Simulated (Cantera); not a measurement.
What does this Cantera script print?

```python
import numpy as np
import cantera as ct

gas = ct.Solution("gri30.yaml")
gas.TP = 300, 290000
flame = ct.CounterflowDiffusionFlame(gas, width=0.02)
flame.fuel_inlet.X, flame.fuel_inlet.T = {'CH4': 1, 'CO': 0.31, 'N2': 1.3}, 500
flame.oxidizer_inlet.X, flame.oxidizer_inlet.T = {'O2': 0.22, 'N2': 0.78}, 725
flame.set_refine_criteria(ratio=3, slope=0.12, curve=0.24, prune=0.03)
show = ['OH', 'H', 'NO', 'CO', 'C2H2']

rows = []
print(f"{'mdot':>8s}{'a_max':>10s}{'a_mean':>10s}{'Tmax/K':>9s}" + "".join(f"{s:>11s}" for s in show) + "   (peak mole fractions)")
for i, mdot in enumerate([0.72, 1, 1.5, 2.2, 3.1, 4.5, 6.5, 9.3, 13]):  # kg/m2/s on the oxidiser side
    flame.oxidizer_inlet.mdot, flame.fuel_inlet.mdot = mdot, 1.2 * mdot
    flame.solve(loglevel=0, auto=(i == 0))
    if flame.T.max() < max(500, 725) + 100:
        print(f"{mdot:8.3g}  no burning solution found from the previous one")
        break
    dT = np.abs(np.gradient(flame.T, flame.grid))
    rows.append([flame.strain_rate("max"), flame.strain_rate("mean"), flame.T.max(),
                 *(flame.X[gas.species_index(s)].max() for s in show), max(dT[0], dT[-1]) / dT.max()])
    print(f"{mdot:8.3g}{rows[-1][0]:10.1f}{rows[-1][1]:10.1f}{rows[-1][2]:9.1f}" + "".join(f"{x:11.3e}" for x in rows[-1][3:-1]))
```

It prints:

```
    mdot     a_max    a_mean   Tmax/K         OH          H         NO         CO       C2H2   (peak mole fractions)
    0.72     212.3      52.3   2248.4  6.637e-03  2.108e-03  3.855e-04  1.188e-01  9.735e-03
       1     288.2      72.7   2229.9  6.797e-03  2.241e-03  3.596e-04  1.188e-01  9.025e-03
     1.5     421.7     109.0   2209.0  6.966e-03  2.403e-03  3.283e-04  1.188e-01  8.178e-03
     2.2     605.4     159.9   2191.3  7.095e-03  2.558e-03  2.974e-04  1.188e-01  7.407e-03
     3.1     837.6     225.3   2175.1  7.175e-03  2.695e-03  2.667e-04  1.188e-01  6.718e-03
     4.5    1194.3     327.1   2155.9  7.202e-03  2.832e-03  2.299e-04  1.188e-01  6.030e-03
     6.5    1696.7     472.5   2134.8  7.153e-03  2.949e-03  1.912e-04  1.188e-01  5.383e-03
     9.3    2390.2     676.0   2109.4  6.992e-03  3.021e-03  1.506e-04  1.188e-01  4.696e-03
      13    3291.4     945.0   2080.1  6.707e-03  3.027e-03  1.120e-04  1.188e-01  3.993e-03
```

Model: GRI-Mech 3.0 (53 species, 325 reactions), integrated in Cantera. GRI-Mech 3.0 has no aromatics or soot, which form on the fuel side of real flames. The maximum strain rate includes the flame's own expansion and is several times the mean.
